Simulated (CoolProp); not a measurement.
Properties of carbonyl sulfide at several states (Tc = 105.6 °C, pc = 6369 kPa, ω = 0.098).

Computed with CoolProp (reference Helmholtz-energy equation of state, Lemmon 2006). It is a short technical equation, of lower accuracy than the large ones.

```tsv
T (°C)	p (kPa)	phase	density (kg/m³)	cp (kJ/(kg K))	isothermal compressibility (1/MPa)
184.05	192	gas	3.051	0.7987	5.238
272.65	10	gas	0.1324	0.8330	100.0
286.35	652	gas	8.501	0.8471	1.548
65.85	12.3	gas	0.2624	0.7239	81.37
```
